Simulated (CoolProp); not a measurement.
Computed with CoolProp (reference Helmholtz-energy equation of state, Akasaka 2024).

Q: For R1132(E), give the phase and the cp (kJ/(kg K)) at 315.3 K and 0.101 MPa; 334.2 K and 0.101 MPa; 400 K and 0.101 MPa.

A: 
- 315.3 K and 0.101 MPa: gas; cp 0.980
- 334.2 K and 0.101 MPa: gas; cp 1.01
- 400 K and 0.101 MPa: gas; cp 1.11
